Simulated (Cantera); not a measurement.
A perfectly stirred reactor is fed with 4.70 % CH₄, 20.0 % O₂, 75.3 % N₂, equivalence ratio 0.47, at 4.93 atm; it is adiabatic with a 473 K inlet, and is followed from long to short residence time, starting on the burning branch (τ in s: 0.2, 0.089, 0.039, 0.017, 0.0074, 0.0032, 0.0014, 0.00061, 0.00026, 0.00012, 5e-05, 2.2e-05, 9.5e-06).

Model: GRI-Mech 3.0 (53 species, 325 reactions), integrated in Cantera.

Predict: blow-out, bracketed by the residence times tried; x(CH₄) at τ = 0.200 s; x(O₂) at τ = 0.200 s; x(CH₂CO) at τ = 0.200 s; x(H₂O) at τ = 0.200 s; x(CH₄) at τ = 1.40 ms; x(O₂) at τ = 1.40 ms.


| Quantity | Result |
|---|---|
| blow-out, bracketed by the residence times tried | burning at 3.20 ms, out at 1.40 ms |
| x(CH₄) at τ = 0.200 s | 1.06e-5 |
| x(O₂) at τ = 0.200 s | 0.106 |
| x(CH₂CO) at τ = 0.200 s | 7.39e-9 |
| x(H₂O) at τ = 0.200 s | 0.0940 |
| x(CH₄) at τ = 1.40 ms | 0.0470 |
| x(O₂) at τ = 1.40 ms | 0.200 |
